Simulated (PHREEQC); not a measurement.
Buffer (model solution)

Consider water at 25 °C with 0.0028 mol HF and 0.28 mol NH3 per kg of water. Closed to the air; pH follows from the charge balance.

All values are PHREEQC results (ion-association model, phreeqc.dat), not measurements.

Each row changes one thing in this solution. No solid was allowed to form.

| case | pH | ionic strength (mol/kgw) | NH4+ (mol/kgw) | HF (mol/kgw) |
|---|---|---|---|---|
| as made | 11.10 | 0.00415 | 0.00415 | 3.12e-11 |
| NH3 from 0.28 to 0.14 mol/kgw | ? | 0.00357 | 0.00357 | 5.48e-11 |
| HF from 0.0028 to 0.00308 mol/kgw | ? | 0.00437 | 0.00437 | 3.60e-11 |
| temperature from 25 to 65 °C | ? | 0.00421 | 0.00421 | 8.06e-10 |
| temperature from 25 to 70 °C | ? | 0.00419 | 0.00419 | 1.16e-9 |
| HF from 0.0028 to 0.028 mol/kgw | 10.27 | 0.0282 | 0.0282 | 1.89e-9 |
| NH3 from 0.28 to 0.56 mol/kgw | ? | 0.00506 | 0.00506 | 1.86e-11 |

**Question.** Fill in the missing entries.

**Answer.** 
- NH3 from 0.28 to 0.14 mol/kgw, pH: 10.86
- HF from 0.0028 to 0.00308 mol/kgw, pH: 11.08
- temperature from 25 to 65 °C, pH: 10.02
- temperature from 25 to 70 °C, pH: 9.90
- NH3 from 0.28 to 0.56 mol/kgw, pH: 11.32

Complexes and solids missing from the database can't appear. At this temperature some constants are extrapolated from 25 °C, and those without enthalpy data are left unchanged.
